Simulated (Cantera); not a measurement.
Cantera run:

```python
import numpy as np
import cantera as ct

gas_names = [...]  # 95 gases of nasa_gas.yaml made of C, F, H
cond_names = """
    C(gr) C6H6(L) C7H8(L) C8H18(L),n-octa
""".split()


# ... load() reads the species with a 1 bar reference pressure and builds the phases ...
atoms = {
    'CHF3': {'C': 1, 'H': 1, 'F': 3},
}
top_T = {'C(gr)': 4500}  # K; cautious upper limits of use, not melting points


# ... equilibrate(T, P, feed) seeds the gas with the atoms and calls Mixture.equilibrate('TP', solver="vcs", rtol=1e-11, max_steps=5000) ...
results = []
feed = {'CHF3': 1}  # mol
T = 798.15  # K
P = 10000  # Pa
mix = equilibrate(T, P, feed)
results.append((T, P, feed, dict(zip(mix.species_names, mix.species_moles))))
x = sorted(zip(gas.X, gas.species_names), reverse=True)
print(f"T = {T:g} K  P = {P:g} Pa  gas = {mix.phase_moles(0):.4g} mol")
print("   x: " + "  ".join(f"{s} {v:.3e}" for v, s in x if v > 1e-05))
print("   condensed (mol): " + ("  ".join(f"{mix.phase(i).name} {mix.phase_moles(i):.4g}"
      for i in range(1, mix.n_phases) if mix.phase_moles(i) > 1e-12) or "none"))
```

Result:

```
T = 798.15 K  P = 10000 Pa  gas = 1.5 mol
   x: HF 6.667e-01  CF4 3.333e-01
   condensed (mol): C(gr) 0.5
```

Method: chemical equilibrium by Gibbs-energy minimisation in Cantera with the NASA 1993 tables (ideal gas, pure condensed phases). Condensed phases not in the tables: fluorocarbon polymer. Gases not in the tables: C2F6 and larger saturated fluorocarbons.
